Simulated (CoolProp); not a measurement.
m-xylene along the isotherm 620 K: density (kg/m³) from the reference equation and from simpler models built on Tc = 616.9 K, pc = 3535 kPa, ω = 0.326; each cubic takes its own stable root.

Computed with CoolProp (reference Helmholtz-energy equation of state, Zhou 2012).

| p (kPa) | phase | reference |
|---|---|---|
| 2210 | gas | 62.27 |
| 4420 | supercritical | 431.2 |
| 6630 | supercritical | 489.6 |
| 8840 | supercritical | 518.5 |
| 11000 | supercritical | 538.3 |
| 13300 | supercritical | 554.8 |
| 15500 | supercritical | 567.8 |
| 17700 | supercritical | 579.0 |
| 19900 | supercritical | 588.8 |
| 22100 | supercritical | 597.6 |
| 24300 | supercritical | 605.6 |
| 26500 | supercritical | 613.0 |
| 28700 | supercritical | 619.8 |
| 30900 | supercritical | 626.1 |
| 33100 | supercritical | 632.0 |
| 35300 | supercritical | 637.6 |

Q: How far does each simpler model (ideal gas, van der Waals, Redlich-Kwong, Soave-Redlich-Kwong, Peng-Robinson) lie from the reference over these 16 states: mean and median of the absolute difference, and the worst?

A: 
- ideal gas: mean 33.9 %, median 28.7 %, worst -78.9 % at 620 K and 4420 kPa
- van der Waals: mean 29.1 %, median 30.2 %, worst -33.2 % at 620 K and 4420 kPa
- Redlich-Kwong: mean 11.2 %, median 10.3 %, worst -21.3 % at 620 K and 4420 kPa
- Soave-Redlich-Kwong: mean 11.3 %, median 10.4 %, worst -22.0 % at 620 K and 4420 kPa
- Peng-Robinson: mean 2.9 %, median 1.5 %, worst -13.9 % at 620 K and 4420 kPa
